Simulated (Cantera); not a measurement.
A freely propagating, adiabatic, planar premixed flame of H₂ : O₂ : N₂ = 1 : 0.185 : 0.611 (molar parts), unburnt at 675 K and 0.380 bar; mixture-averaged transport, grid criteria slope 0.08 and curve 0.16, no radiation.

Computed with Cantera and the H2/O2 subset of GRI-Mech 3.0, which has no nitrogen chemistry. Burning velocities carry a grid error of a few per cent, more on coarse grids.

Question: Predict: laminar burning velocity; thermal thickness; peak x(H₂O₂); peak x(HO₂); peak x(H).

Answer: 
```json
{
 "laminar_burning_velocity": "1000 cm/s",
 "thermal_thickness": "1.73 mm",
 "peak x(H₂O₂)": "8.05e-7",
 "peak x(HO₂)": "7.84e-5",
 "peak x(H)": "0.115"
}
```
